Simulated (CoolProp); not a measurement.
Aqueous potassium carbonate as a coolant, 10 % by mass, freezing at -3.6 °C, 1 atm.

The numbers come from the Melinder's fits for secondary coolants in CoolProp.

| T (°C) | cp (kJ/(kg K)) | viscosity (mPa s) | Prandtl number | conductivity (W/(m K)) |
|---|---|---|---|---|
| -2.1 | 3.656 | … | … | 0.553 |
| 3.8 | 3.666 | … | 12.5 | 0.562 |
| 9.7 | 3.676 | … | 10.5 | 0.571 |
| 15.7 | 3.687 | 1.40 | 8.88 | 0.581 |
| 21.6 | 3.698 | 1.22 | 7.66 | 0.591 |
| 27.5 | 3.708 | … | 6.67 | 0.601 |
| 33.5 | 3.718 | 0.959 | 5.83 | 0.611 |

Question: Fill in the missing entries.

Answer: 
- -2.1, viscosity (mPa s): 2.29
- -2.1, Prandtl number: 15.1
- 3.8, viscosity (mPa s): 1.91
- 9.7, viscosity (mPa s): 1.63
- 27.5, viscosity (mPa s): 1.08
